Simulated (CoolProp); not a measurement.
Vapour-liquid equilibrium of isobutane (1) + R245fa (2) at 0.187 MPa; x and y are mole fractions of (1).

Computed with CoolProp (multi-fluid Helmholtz-energy mixture model, Bücker 2006 and Akasaka 2015; pair parameters Bell 2016).

```json
[
 {"x": "0.05", "bubble temperature, mixture model (K)": "293.8", "bubble temperature, Raoult's law (K)": "302.8", "y, mixture model": "0.342", "y, Raoult's law": "0.107"},
 {"x": "0.2", "bubble temperature, mixture model (K)": "279.8", "bubble temperature, Raoult's law (K)": "297.8", "y, mixture model": "0.658", "y, Raoult's law": "0.372"},
 {"x": "0.35", "bubble temperature, mixture model (K)": "276.6", "bubble temperature, Raoult's law (K)": "293.3", "y, mixture model": "0.717", "y, Raoult's law": "0.569"},
 {"x": "0.5", "bubble temperature, mixture model (K)": "275.9", "bubble temperature, Raoult's law (K)": "289.3", "y, mixture model": "0.733", "y, Raoult's law": "0.717"},
 {"x": "0.65", "bubble temperature, mixture model (K)": "275.6", "bubble temperature, Raoult's law (K)": "285.6", "y, mixture model": "0.747", "y, Raoult's law": "0.829"},
 {"x": "0.8", "bubble temperature, mixture model (K)": "275.4", "bubble temperature, Raoult's law (K)": "282.2", "y, mixture model": "0.786", "y, Raoult's law": "0.915"},
 {"x": "0.95", "bubble temperature, mixture model (K)": "276.7", "bubble temperature, Raoult's law (K)": "279.2", "y, mixture model": "0.910", "y, Raoult's law": "0.981"}
]
```

The largest gap from Raoult's law is -18.0 K in bubble temperature, at x = 0.2. y crosses x between x = 0.65 and 0.8: the model has an azeotrope there.

The pair parameters rest on a limited set of measurements; away from them the model extrapolates. With so large a gap from Raoult's law the liquid may split in two, which this calculation doesn't test in full.
